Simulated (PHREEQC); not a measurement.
Solution (25 °C): 17 mmol/kgw HF, 29 mmol/kgw ZnSO4 and 0.97 mmol/kgw MnSO4. Closed to the air; pH follows from the charge balance.

Equilibrium calculation in PHREEQC: ion-association model, phreeqc.dat.

| quantity | before | after |
|---|---|---|
| pH | 2.61 | 1.82 |
| ionic strength (mol/kgw) | 0.0731 | 0.0619 |
| SO4-2 (mol/kgw) | 0.0151 | 0.0153 |
| HF (mol/kgw) | 0.0120 | 0.0160 |
| F- (mol/kgw) | 0.00420 | 0.000898 |
| HSO4- (mol/kgw) | 0.00186 | 0.0121 |

Name the change that produced these shifts.
(A) MnSO4 from 0.00097 to 0.00194 mol/kgw
(B) ZnSO4 left out
(C) temperature from 25 to 35 °C
(D) ZnSO4 replaced by NH4HSO4 at the same molality

D, ZnSO4 replaced by NH4HSO4 at the same molality

No solid was allowed to form.
